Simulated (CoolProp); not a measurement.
Propane along the isotherm 496.2 K: density (kg/m³) from the reference equation and from simpler models built on Tc = 369.9 K, pc = 4.251 MPa, ω = 0.152; each cubic takes its own stable root.

Values from CoolProp's reference Helmholtz-energy equation of state, Lemmon 2009.

| p (MPa) | phase | reference | ideal gas | van der Waals | Soave-Redlich-Kwong | Peng-Robinson |
|---|---|---|---|---|---|---|
| 0.0336 | gas | 0.3595 | 0.3591 | 0.3595 | 0.3595 | 0.3595 |
| 0.069 | gas | 0.7390 | 0.7375 | 0.7392 | 0.7390 | 0.7393 |
| 0.142 | gas | 1.524 | 1.518 | 1.525 | 1.524 | 1.525 |
| 0.291 | gas | 3.138 | 3.110 | 3.141 | 3.136 | 3.142 |
| 0.598 | gas | 6.509 | 6.392 | 6.523 | 6.503 | 6.529 |
| 1.23 | gas | 13.65 | 13.15 | 13.72 | 13.63 | 13.74 |
| 2.52 | gas | 29.15 | 26.93 | 29.53 | 29.01 | 29.49 |
| 5.18 | supercritical | 65.50 | 55.36 | 68.31 | 64.53 | 66.65 |
| 10.6 | supercritical | 156.9 | 113.3 | 172.3 | 148.4 | 156.8 |
